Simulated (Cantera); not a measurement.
A closed system holds: 1 mol MgO, 0.25 mol Br2, 0.033 mol O2, at 1400 K and 100 Torr.

Method: chemical equilibrium by Gibbs-energy minimisation in Cantera with the NASA 1993 tables (ideal gas, pure condensed phases). Candidate condensed phases: Br2, Mg, MgBr2, MgO; 10 gas species. Equilibrium is a limit: real reactors are often held back by kinetics, nucleation or transport.

Base state: Br2 0.555, Br 0.345, O2 0.0974, MgBr2 0.00216 (mole fractions); condensed: MgO(s).

Problem. What changes in the equilibrium state with this change: temperature from 1400 K to 1550 K?

Solution. 
| species | before | after |
|---|---|---|
| Br | 0.345 | 0.591 |
| Br2 | 0.555 | 0.311 |
| O2 | 0.0974 | 0.0870 |
| MgBr2 | 0.00216 | 0.0109 |
| MgO(s), mol | 0.999 | 0.996 |
